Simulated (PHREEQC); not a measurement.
0.038 g of hydrous ferric oxide (600 m²/g; 0.2 weak and 0.005 strong sites per Fe, Dzombak-Morel constants, diffuse double layer) in 1 kg of water with 0.3 mol/kgw of an inert sodium salt and 1.4e-06 mol/kgw SrCl2 and 3.9e-07 mol/kgw Ag2SO4, at 25 °C; the pH is set by adding NaOH or the inert anion's acid. O2 is buffered at 0.21 atm. The system is closed to CO2. Nothing may precipitate in this run.

Equilibrium calculation in PHREEQC: ion-association model, wateq4f.dat.

Q: Predict Sr sorbed (%), Ag sorbed (%), surface charge σ (C/m²) at pH = 8, 10.

A: 
```json
[
 {"pH": "8", "Sr sorbed (%)": "2.5", "Ag sorbed (%)": "63.6", "surface charge σ (C/m²)": "0.006"},
 {"pH": "10", "Sr sorbed (%)": "77.7", "Ag sorbed (%)": "97.8", "surface charge σ (C/m²)": "-0.127"}
]
```
